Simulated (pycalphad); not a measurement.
Effect of Si content in Al-Si-Mg

CALPHAD calculation (pycalphad, COST 507 light-alloy database (1999)), 1 atm. The data set is of 1999 and partly superseded. Amounts are mole fractions of atoms.

```
alloy                      liquidus (°C)   first solid  solidus (°C)                         phases at 377 °C
-------------------------  -------------  ------------  ------------  ---------------------------------------
Al-4.435Si-1.712Mg (wt.%)            626           fcc           557  fcc 0.94, diamond (Si) 0.03, MG2SI 0.03
Al-6.646Si-1.71Mg (wt.%)             613           fcc           557  fcc 0.92, diamond (Si) 0.05, MG2SI 0.03
Al-8.854Si-1.709Mg (wt.%)            598           fcc           557  fcc 0.90, diamond (Si) 0.07, MG2SI 0.03
Al-13.26Si-1.706Mg (wt.%)            576  diamond (Si)           557  fcc 0.86, diamond (Si) 0.12, MG2SI 0.03
```

Database names, with the compositions (at.%) that they take in these runs: MG2SI: Mg 67 Si 33.
